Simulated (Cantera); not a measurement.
Mixture: CH4 : O2 : N2 = 1 : 2.67 : 14.9 (molar parts), at 2030 Torr, adiabatic and at constant volume. Ignition delay is the time to a rise of 400 K.

Detailed kinetics in Cantera: GRI-Mech 3.0 (53 species, 325 reactions).

Task: What does this change do: N2 14.9 to 30 parts?

Result: 
```
quantity                                                before       after
--------------------------------------------------  ----------  ----------
delay at 1000 K                                        0.444 s     0.868 s
delay at 1100 K                                        92.1 ms     0.186 s
delay at 1200 K                                        22.4 ms     46.4 ms
delay at 1300 K                                        6.17 ms     12.9 ms
delay at 1400 K                                        1.90 ms     3.88 ms
delay at 1500 K                                       0.655 ms     1.26 ms
apparent activation energy between 1300 and 1500 K  180 kJ/mol  190 kJ/mol
```
